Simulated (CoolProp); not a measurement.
Vapour-liquid equilibrium of R13 (1) + R113 (2) at -29.85 °C; x and y are mole fractions of (1).

Model: multi-fluid Helmholtz-energy mixture model, Platzer 1990 and Marx 1992; pair parameters Bell 2016, in CoolProp. This equation is an older, rougher fit; its heat capacities, sound speeds and derivatives of the liquid may be far off and weren't checked against measurements.

```json
[
 {"x": "0.05", "bubble pressure (MPa)": "0.06586", "y at the bubble point": "0.957", "dew pressure at overall composition x (MPa)": "0.003001", "liquid density (mol/L)": "9.179"},
 {"x": "0.2", "bubble pressure (MPa)": "0.2287", "y at the bubble point": "0.988", "dew pressure at overall composition x (MPa)": "0.003564", "liquid density (mol/L)": "9.679"},
 {"x": "0.35", "bubble pressure (MPa)": "0.3612", "y at the bubble point": "0.993", "dew pressure at overall composition x (MPa)": "0.004386", "liquid density (mol/L)": "10.21"},
 {"x": "0.5", "bubble pressure (MPa)": "0.4738", "y at the bubble point": "0.995", "dew pressure at overall composition x (MPa)": "0.005701", "liquid density (mol/L)": "10.78"},
 {"x": "0.65", "bubble pressure (MPa)": "0.5757", "y at the bubble point": "0.997", "dew pressure at overall composition x (MPa)": "0.008142", "liquid density (mol/L)": "11.36"},
 {"x": "0.8", "bubble pressure (MPa)": "0.6775", "y at the bubble point": "0.998", "dew pressure at overall composition x (MPa)": "0.01424", "liquid density (mol/L)": "11.92"},
 {"x": "0.95", "bubble pressure (MPa)": "0.7962", "y at the bubble point": "0.999", "dew pressure at overall composition x (MPa)": "0.05659", "liquid density (mol/L)": "12.35"}
]
```

No azeotrope shows between x = 0.05 and 0.95.

Pair parameters are fitted to limited data, so mixtures are less certain than the pure fluids. The gap from Raoult's law changes sign with composition, which may be real or a fault of the pair parameters; it wasn't checked against measurements.
